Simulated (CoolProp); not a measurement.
Model: reference Helmholtz-energy equation of state, Jacobsen 1992, in CoolProp.

For R11, give the phase and the cp (kJ/(kg K)), cv (kJ/(kg K)), speed of sound (m/s), viscosity (µPa s) at 463.6 K and 459 kPa.


- 463.6 K and 459 kPa: gas; cp 0.684, cv 0.612, speed of sound 170, viscosity 16.0

Viscosity comes from a separate model (Klein 1997), an estimate that may be off by 10 % or more.
